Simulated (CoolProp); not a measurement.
A single-stage vapour-compression cycle with the fluid: evaporating at 294.15 K (dew point), condensing at 344.15 K (bubble point), superheat 2 K, subcooling 0 K, compressor efficiency 0.75, no pressure losses. The same conditions are run with several fluids, on thermodynamics alone (safety and materials aside).

The numbers come from the reference Helmholtz-energy equation of state of each fluid (R236EA: Rui 2013; R123: Younglove 1994; hydrogen sulfide: Lemmon 2006; R22: Kamei 1995; R1224YDZ: Akasaka 2023; R152A: Outcalt 1996) in CoolProp.

```csv
fluid,cooling COP,pressure ratio,discharge temperature (K),refrigerating effect (kJ/kg),volumetric capacity (kJ/m³)
R236EA,3.15,4.49,344.1,94.3,1110
R123,3.56,4.93,351.7,122,[?]
hydrogen sulfide,3.07,[?],[?],302,[?]
R22,3.02,3.27,374.8,119,4650
R1224YDZ,3.35,4.60,[?],[?],881
R152A,3.28,3.65,367.2,190,3080
```

**Question.** Fill in the missing entries.

**Answer.** 
- R123, volumetric capacity (kJ/m³): 617
- hydrogen sulfide, pressure ratio: 2.95
- hydrogen sulfide, discharge temperature (K): 409.6
- hydrogen sulfide, volumetric capacity (kJ/m³): 9150
- R1224YDZ, discharge temperature (K): 345.7
- R1224YDZ, refrigerating effect (kJ/kg): 108

The compression ends wet for: R236EA.
